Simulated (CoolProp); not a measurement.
Values from CoolProp's reference Helmholtz-energy equation of state, de Reuck 1993.

**Question.** For methanol, give the phase and the cp (kJ/(kg K)), cv (kJ/(kg K)), Prandtl number at 75.25 °C and 33.4 MPa; 152.55 °C and 0.0806 MPa; -74.35 °C and 2.99 MPa.

**Answer.** 
- 75.25 °C and 33.4 MPa: liquid; cp 2.83, cv 2.38, Prandtl number 4.80
- 152.55 °C and 0.0806 MPa: gas; cp 1.72, cv 1.44, Prandtl number 0.834
- -74.35 °C and 2.99 MPa: liquid; cp 2.21, cv 1.77, Prandtl number 48.5

Viscosity comes from a separate model (Xiang 2006). Thermal conductivity comes from a separate model (Sykioti 2013).
